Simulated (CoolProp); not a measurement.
Decamethylcyclopentasiloxane (D5) along the isobar 1570 kPa: fugacity coefficient from the reference equation and from simpler models built on Tc = 618.3 K, pc = 1078 kPa, ω = 0.631; each cubic takes its own stable root.

The numbers come from the reference Helmholtz-energy equation of state, Thol 2019 in CoolProp.

```csv
T (K),phase,reference
414.3,liquid,0.01036
430.1,liquid,0.01740
445.9,liquid,0.02771
461.8,liquid,0.04217
477.6,liquid,0.06138
493.4,liquid,0.08606
509.2,liquid,0.1167
525.1,liquid,0.1539
540.9,liquid,0.1972
556.7,liquid,0.2466
572.5,liquid,0.3015
588.4,liquid,0.3613
604.2,liquid,0.4239
620,supercritical,0.4876
```

Question: How far does each simpler model (van der Waals, Redlich-Kwong, Soave-Redlich-Kwong, Peng-Robinson) lie from the reference over these 14 states: mean and median of the absolute difference, and the worst?

Answer: 
- van der Waals: mean 284.5 %, median 137.9 %, worst +1186.7 % at 414.3 K and 1570 kPa
- Redlich-Kwong: mean 109.4 %, median 68.3 %, worst +373.2 % at 414.3 K and 1570 kPa
- Soave-Redlich-Kwong: mean 3.9 %, median 3.9 %, worst +5.1 % at 604.2 K and 1570 kPa
- Peng-Robinson: mean 1.1 %, median 0.4 %, worst +5.9 % at 414.3 K and 1570 kPa
